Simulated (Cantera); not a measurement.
Feed: 1 mol C2H2, a varied amount of H2, equilibrated at 2698.15 K and 1330 Pa.

Method: chemical equilibrium by Gibbs-energy minimisation in Cantera with the NASA 1993 tables (ideal gas, pure condensed phases). Candidate condensed phases: C, C6H6, C7H8, C8H18; 76 gas species. Kinetics and transport are ignored.

### Question
What share of the C ends up in condensed phases as a function of n(H2) (mol), at 3.1, 5, 8.1, 13, 21, 34, 55, 88?

### Answer
```csv
n(H2) (mol),C condensed (%),as
3.1,91.6,C(graphite)
5,87.7,C(graphite)
8.1,81.4,C(graphite)
13,71.4,C(graphite)
21,55.1,C(graphite)
34,28.5,C(graphite)
55,0.0,-
88,0.0,-
```
